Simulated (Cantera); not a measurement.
A closed system holds: 1 mol C2F6, 1.4 mol HCl, 0.12 mol H2, at 648.15 K and 13300 Pa.

Equilibrium computed with Cantera from the NASA thermochemical tables; the gas is ideal and each condensed phase is pure. Candidate condensed phases: C, C6H6, C7H8, C8H18; 118 gas species. The feed counts by its element totals alone. Condensed phases not in the tables: fluorocarbon polymer. Gases not in the tables: C2F6 and larger saturated fluorocarbons. Equilibrium is a limit: real reactors are often held back by kinetics, nucleation or transport.

Base state: CF4 0.464, HCl 0.450, HF 0.0820, CClF3 0.00257, Cl2 0.000740, CCl2F2 3.65e-5 (mole fractions); condensed: C(graphite).

Question: What changes in the equilibrium state with this change: temperature from 648.15 K to 2825 K?

Answer: 
```json
[
 {"species": "F", "before": "<1e-9", "after": "0.300"},
 {"species": "HF", "before": "0.0820", "after": "0.263"},
 {"species": "Cl", "before": "9.07e-9", "after": "0.224"},
 {"species": "CF4", "before": "0.464", "after": "0.00248"},
 {"species": "HCl", "before": "0.450", "after": "0.00126"},
 {"species": "CF2", "before": "<1e-9", "after": "0.181"},
 {"species": "CF", "before": "<1e-9", "after": "0.0236"},
 {"species": "CF3", "before": "<1e-9", "after": "0.00269"},
 {"species": "C3", "before": "<1e-9", "after": "0.000321"},
 {"species": "ClF", "before": "<1e-9", "after": "0.000294"},
 {"species": "H", "before": "<1e-9", "after": "0.000231"},
 {"species": "C", "before": "<1e-9", "after": "6.48e-5"},
 {"species": "C(graphite), mol", "before": "0.561", "after": "0.690"}
]
```

Question: What changes in the equilibrium state with this change: temperature from 648.15 K to 1348 K?

Answer: 
```json
[
 {"species": "CF4", "before": "0.464", "after": "0.355"},
 {"species": "HF", "before": "0.0820", "after": "0.343"},
 {"species": "HCl", "before": "0.450", "after": "0.150"},
 {"species": "Cl2", "before": "0.000740", "after": "0.119"},
 {"species": "Cl", "before": "9.07e-9", "after": "0.0177"},
 {"species": "CClF3", "before": "0.00257", "after": "0.0142"},
 {"species": "CCl3F", "before": "7.70e-7", "after": "1.55e-5"},
 {"species": "CCl2F2", "before": "3.65e-5", "after": "0.000523"},
 {"species": "C(graphite), mol", "before": "0.561", "after": "0.773"}
]
```

Question: What changes in the equilibrium state with this change: temperature from 648.15 K to 1525 K?

Answer: 
```
species             before     after
----------------  --------  --------
HF                  0.0820     0.379
CF4                  0.464     0.331
Cl2               0.000740     0.116
HCl                  0.450    0.0969
Cl                 9.07e-9    0.0643
CClF3              0.00257    0.0126
CF2                  <1e-9   9.72e-5
ClF                  <1e-9   3.93e-5
CF3                  <1e-9   3.05e-5
F                    <1e-9   1.03e-5
CCl2F2             3.65e-5  0.000393
C(graphite), mol     0.561     0.815
```
